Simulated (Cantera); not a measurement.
Charge: 1 mol CH3Cl, 0.029 mol Si, 0.36 mol H2, held at 0.0140 bar.

Cantera equilibrium calculation (NASA polynomials, part measured and part estimated; ideal gas, pure solids and liquids). Candidate condensed phases: C, C6H6, C7H8, C8H18, Si, SiC; 109 gas species. Rates play no part.

Over these rows the condensed part is C(graphite). Partial pressures as log10 of bar:

```
T (K)  1000/T (1/K)  log p SiC2  log p H2  log p HCl  log p H  log p SiCl2
-----  ------------  ----------  --------  ---------  -------  -----------
1750         0.5714       -9.67     -2.08      -2.25    -4.68        -3.78
1900         0.5263       -8.28     -2.09      -2.26    -4.14        -3.78
2050         0.4878           ?     -2.09      -2.27    -3.69        -3.78
2200         0.4545       -6.10     -2.10      -2.28    -3.30        -3.82
2350         0.4255       -5.30     -2.13      -2.32    -2.97        -3.95
2500         0.4000       -4.78     -2.18      -2.37    -2.69        -4.27
```

Problem. Fit log p(SiC2) = a + b·(1000/T) to the five rows, give the apparent enthalpy, and predict the row at 2050 K.

Solution. Means: 1000/T = 0.4755, log p = -6.826. Sxy = -0.592622, Sxx = 0.0204187, so b = -29.02 and a = -6.826 − (-29.02)×0.4755 = 6.97.
Apparent enthalpy: −19.145 × (-29.02) = 556 kJ/mol. With the condensed phases at unit activity, 2 C(graphite) + H2(g) + SiCl2(g) = SiC2(g) + 2 HCl(g) links this pressure to the main gases: over the six rows their terms move log p by -0.35 in all, so the slope isn't that reaction's ΔH° alone. The five rows lie within 0.14 of the line; that is curvature, so one enthalpy describes this range poorly.
Prediction at 2050 K: 6.97 + (-29.02)×0.4878 = -7.19. The computed value is -7.10, 0.09 from the line.
